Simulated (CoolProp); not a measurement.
R245fa along the isotherm 367.5 K: fugacity coefficient from the reference equation and from simpler models built on Tc = 427.0 K, pc = 3651 kPa, ω = 0.378; each cubic takes its own stable root.

Computed with CoolProp (reference Helmholtz-energy equation of state, Akasaka 2015).

| p (kPa) | phase | reference |
|---|---|---|
| 140 | gas | 0.9779 |
| 281 | gas | 0.9556 |
| 421 | gas | 0.9335 |
| 562 | gas | 0.9111 |
| 702 | gas | 0.8888 |
| 843 | gas | 0.8662 |
| 983 | gas | 0.8436 |
| 1260 | liquid | 0.7306 |
| 1400 | liquid | 0.6612 |
| 1540 | liquid | 0.6044 |
| 1690 | liquid | 0.5540 |
| 1830 | liquid | 0.5144 |

How far does each simpler model (Redlich-Kwong, Soave-Redlich-Kwong) lie from the reference over these 12 states: mean and median of the absolute difference, and the worst?


- Redlich-Kwong: mean 10.0 %, median 1.9 %, worst +26.4 % at 367.5 K and 1830 kPa
- Soave-Redlich-Kwong: mean 1.0 %, median 0.6 %, worst +2.1 % at 367.5 K and 1830 kPa

At some of these states Redlich-Kwong gives the other phase, because its saturation line lies elsewhere.
